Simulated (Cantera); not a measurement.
An adiabatic, constant-pressure homogeneous reactor starts with C3H8 : O2 : N2 = 1 : 4.17 : 15.7 (molar parts), equivalence ratio 1.2, at 1625 K and 3750 Torr.

Computed with Cantera and GRI-Mech 3.0 (53 species, 325 reactions). GRI-Mech 3.0 was tuned for natural gas; its chemistry of propane as a main component is partial and can be far from experiment.

Task: Predict: time of steepest temperature rise; temperature at 10.0 s; equilibrium temperature; x(O2) at 10.0 s; x(NO) at 10.0 s; x(O) at 10.0 s.

Result: 
| Quantity | Result |
|---|---|
| time of steepest temperature rise | 10.6 µs |
| temperature at 10.0 s | 2954 K |
| equilibrium temperature | 2954 K |
| x(O2) at 10.0 s | 0.00774 (gas-phase equilibrium 0.00774) |
| x(NO) at 10.0 s | 0.00800 (gas-phase equilibrium 0.00800) |
| x(O) at 10.0 s | 0.00382 (gas-phase equilibrium 0.00382) |
